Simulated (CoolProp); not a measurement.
Methanol along the isotherm 290.15 °C: Z from the reference equation and from simpler models built on Tc = 240.2 °C, pc = 8.216 MPa, ω = 0.565; each cubic takes its own stable root.

The numbers come from the reference Helmholtz-energy equation of state, de Reuck 1993 in CoolProp.

```
p (MPa)          phase  reference
-------  -------------  ---------
2.93               gas     0.9137
5.87               gas     0.8124
8.8      supercritical     0.6965
11.7     supercritical     0.5690
14.7     supercritical     0.4199
17.6     supercritical     0.3581
20.5     supercritical     0.3563
23.5     supercritical     0.3738
26.4     supercritical     0.3961
29.3     supercritical     0.4207
32.3     supercritical     0.4473
35.2     supercritical     0.4736
38.1     supercritical     0.5003
41.1     supercritical     0.5280
```

### Question
How far does each simpler model (van der Waals, Redlich-Kwong, Soave-Redlich-Kwong, Peng-Robinson) lie from the reference over these 14 states: mean and median of the absolute difference, and the worst?

### Answer
- van der Waals: mean 38.2 %, median 49.7 %, worst +65.3 % at 290.15 °C and 41.1 MPa
- Redlich-Kwong: mean 22.4 %, median 30.9 %, worst +35.0 % at 290.15 °C and 38.1 MPa
- Soave-Redlich-Kwong: mean 31.2 %, median 42.7 %, worst +46.7 % at 290.15 °C and 20.5 MPa
- Peng-Robinson: mean 22.4 %, median 30.0 %, worst +35.4 % at 290.15 °C and 20.5 MPa
